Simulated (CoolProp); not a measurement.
Computed with CoolProp (reference Helmholtz-energy equation of state, Thol 2016).

Problem. Give the vapour pressure (bar), vapour density (kg/m³), enthalpy of vaporisation (kJ/kg), liquid viscosity (µPa s) of saturated R1234ze(E) at 229.5, 248.6, 274.1 K.

Solution. 
| T (K) | p (bar) | vapour density (kg/m³) | enthalpy of vaporisation (kJ/kg) | liquid viscosity (µPa s) |
|---|---|---|---|---|
| 229.5 | 0.301 | 1.83 | 209 | 471 |
| 248.6 | 0.790 | 4.51 | 199 | 355 |
| 274.1 | 2.24 | 12.1 | 184 | 253 |

Viscosity comes from a separate model (Bell 2016), an estimate that may be off by 10 % or more.
